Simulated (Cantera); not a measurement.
**Premixed flame**

A freely propagating, adiabatic, planar premixed flame of 10.4 % CH4, 18.8 % O2, 70.8 % N2, unburnt at 373 K and 2.37 atm; multicomponent transport, grid criteria slope 0.08 and curve 0.16, no radiation.

Cantera simulation using GRI-Mech 3.0 (53 species, 325 reactions); the numbers are that mechanism's predictions, not measurements. Burning velocities carry a grid error of a few per cent, more on coarse grids.

| z (mm) | T (K) | u (m/s) | x CH4 | x O2 | x HCO | x C2H6 | x CO | x O |
|---|---|---|---|---|---|---|---|---|
| -0.656 | 373 | 0.401 | 0.103 | 0.188 | <1e-8 | 1.14e-8 | 2.41e-6 | <1e-8 |
| -0.437 | 375 | 0.404 | 0.103 | 0.188 | <1e-8 | 2.73e-7 | 3.47e-5 | <1e-8 |
| -0.328 | 386 | 0.416 | 0.102 | 0.187 | <1e-8 | 2.70e-6 | 0.000220 | <1e-8 |
| -0.219 | 478 | 0.519 | 0.0968 | 0.180 | <1e-8 | 5.01e-5 | 0.00214 | <1e-8 |
| -0.109 | 980 | 1.08 | 0.0658 | 0.138 | 2.43e-7 | 0.000705 | 0.0168 | 2.95e-6 |
| -0.0547 | 1428 | 1.59 | 0.0349 | 0.0927 | 7.35e-6 | 0.000995 | 0.0339 | 5.31e-5 |
| 0 | 1834 | 2.05 | 0.00722 | 0.0431 | 3.09e-5 | 0.000107 | 0.0496 | 0.000442 |
| 0.0547 | 1996 | 2.23 | 0.000359 | 0.0174 | 8.78e-6 | 2.77e-7 | 0.0467 | 0.00133 |
| 0.109 | 2046 | 2.27 | 9.14e-6 | 0.0100 | 4.60e-7 | <1e-8 | 0.0389 | 0.00159 |
| 0.219 | 2102 | 2.32 | 1.15e-8 | 0.00644 | 8.48e-8 | <1e-8 | 0.0328 | 0.00126 |
| 0.437 | 2160 | 2.38 | <1e-8 | 0.00419 | 5.09e-8 | <1e-8 | 0.0301 | 0.000769 |
| 0.875 | 2211 | 2.43 | <1e-8 | 0.00234 | 2.85e-8 | <1e-8 | 0.0284 | 0.000385 |
| 1.75 | 2244 | 2.46 | <1e-8 | 0.00114 | 1.61e-8 | <1e-8 | 0.0270 | 0.000173 |
x: mole fraction of selected species; z is measured from the peak of heat release.

The laminar burning velocity is 40.0 cm/s and the thermal thickness comes out as 0.219 mm. The peak x(HCO) comes out as 3.12e-5. The peak x(C2H6) is 0.00106. The peak x(CO) comes out as 0.0507 and the peak x(O) comes out as 0.00159.
